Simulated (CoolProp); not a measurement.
Properties of carbon monoxide along the isotherm 16.95 °C.

The numbers come from the reference Helmholtz-energy equation of state, Lemmon 2006 in CoolProp. It is a short technical equation, of lower accuracy than the large ones.

| p (MPa) | phase | density (kg/m³) | cp (kJ/(kg K)) | speed of sound (m/s) |
|---|---|---|---|---|
| 0.729 | gas | 8.492 | 1.054 | 348.0 |
| 1.46 | gas | 17.05 | 1.069 | 349.1 |
| 2.19 | gas | 25.64 | 1.083 | 350.3 |
| 2.92 | gas | 34.25 | 1.098 | 351.7 |
| 3.64 | supercritical | 42.77 | 1.112 | 353.2 |
| 4.37 | supercritical | 51.41 | 1.126 | 354.9 |
| 5.1 | supercritical | 60.06 | 1.141 | 356.8 |
| 5.83 | supercritical | 68.70 | 1.155 | 358.7 |
| 6.56 | supercritical | 77.33 | 1.169 | 360.9 |
| 7.29 | supercritical | 85.93 | 1.183 | 363.1 |
| 8.02 | supercritical | 94.50 | 1.197 | 365.5 |
| 8.75 | supercritical | 103.0 | 1.210 | 368.0 |
